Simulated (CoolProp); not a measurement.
Vapour-liquid equilibrium of ethanol (1) + benzene (2) at 376.3 K; x and y are mole fractions of (1).

The numbers come from the multi-fluid Helmholtz-energy mixture model, Schroeder 2014 and Thol 2012; pair parameters Bell 2016 in CoolProp.

```csv
x,bubble pressure (MPa),y at the bubble point,dew pressure at overall composition x (MPa),liquid density (mol/L)
0.05,0.2335,0.190,0.2049,10.20
0.15,0.2780,0.363,0.2247,10.48
0.25,0.2986,0.440,0.2479,10.80
0.35,0.3079,0.482,0.2743,11.19
0.45,0.3120,0.513,0.3011,11.63
0.55,0.3132,0.545,0.3131,12.15
0.65,0.3110,0.588,0.3037,12.74
0.75,0.3034,0.652,0.2882,13.40
0.85,0.2879,0.752,0.2720,14.15
0.95,0.2639,0.902,0.2567,14.98
```

y crosses x between x = 0.45 and 0.55: the model has an azeotrope there.

Pair parameters are fitted to limited data, so mixtures are less certain than the pure fluids.
